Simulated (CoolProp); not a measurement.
A single-stage vapour-compression cycle with R142b: evaporating at 322.15 K (dew point), condensing at 376.15 K (bubble point), superheat 5 K, subcooling 5 K, compressor efficiency 0.65, no pressure losses. Each further row changes one setting.

The numbers come from the reference Helmholtz-energy equation of state, Lemmon 2006 in CoolProp. It is a short technical equation, of lower accuracy than the large ones.

| case | cooling COP | pressure ratio | discharge temperature (K) | refrigerating effect (kJ/kg) | volumetric capacity (kJ/m³) |
|---|---|---|---|---|---|
| as stated | 2.78 | 3.30 | 391.7 | 116 | 3320 |
| evaporating temperature 327.15 K | 3.20 | 2.91 | 390.5 | 119 | 3870 |
| condensing temperature 371.15 K | 3.22 | 3.00 | 386.0 | 124 | 3550 |
| subcooling 10 K | 2.97 | 3.30 | 391.7 | 125 | 3550 |
| superheat 15 K | 2.85 | 3.30 | 401.5 | 127 | 3440 |
| compressor efficiency 0.55 | 2.35 | 3.30 | 397.5 | 116 | 3320 |
